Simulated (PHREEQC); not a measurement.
1.5 g of hydrous ferric oxide (600 m²/g; 0.2 weak and 0.005 strong sites per Fe, Dzombak-Morel constants, diffuse double layer) in 1 kg of water with 0.001 mol/kgw of an inert sodium salt, at 25 °C; the pH is set by adding NaOH or the inert anion's acid. O2 is buffered at 0.21 atm. No CO2 enters from the air. No solid was allowed to form.

Base run: PHREEQC, ion-association model, wateq4f.dat. Each further column changes one thing. The table gives surface charge σ (C/m²).

| pH | base | background salt from 0.001 to 0.0001 mol/kgw | oxide from 1.5 to 7.5 g/kgw | 0.00092 mol/kgw H3BO3 added |
|---|---|---|---|---|
| 4 | 0.134 | 0.099 | 0.185 | 0.134 |
| 4.38 | 0.097 | 0.063 | 0.134 | 0.097 |
| 5.12 | 0.049 | 0.024 | 0.064 | 0.049 |
| 5.5 | 0.033 | 0.014 | ? | 0.033 |
| 5.88 | 0.022 | 0.009 | ? | 0.022 |
| 6.62 | 0.010 | 0.003 | 0.010 | 0.010 |
| 7 | 0.006 | ? | 0.006 | 0.006 |
| 7.38 | 0.003 | 0.001 | 0.004 | 0.003 |
| 8.12 | 0.000 | 0.000 | 0.000 | 0.000 |
| 8.5 | -0.002 | -0.001 | -0.002 | -0.002 |
| 8.88 | -0.004 | -0.001 | -0.004 | -0.004 |
| 9.62 | -0.010 | -0.004 | -0.011 | ? |
| 10 | -0.016 | -0.008 | -0.018 | -0.020 |

### Question
Complete the blanks.

### Answer

- 5.5, oxide from 1.5 to 7.5 g/kgw: 0.041
- 5.88, oxide from 1.5 to 7.5 g/kgw: 0.026
- 7, background salt from 0.001 to 0.0001 mol/kgw: 0.002
- 9.62, 0.00092 mol/kgw H3BO3 added: -0.013
